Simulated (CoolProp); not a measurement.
Model: reference Helmholtz-energy equation of state, Thol 2016, in CoolProp.

Question: Give the vapour pressure (MPa), vapour density (kg/m³), liquid cp (kJ/(kg K)), vapour viscosity (µPa s) of saturated R1234ze(E) at -10.95 °C.

Answer: 
```tsv
T (°C)	p (MPa)	vapour density (kg/m³)	liquid cp (kJ/(kg K))	vapour viscosity (µPa s)
-10.95	0.142	7.84	1.30	10.8
```

Viscosity comes from a separate model (Bell 2016), an estimate that may be off by 10 % or more.
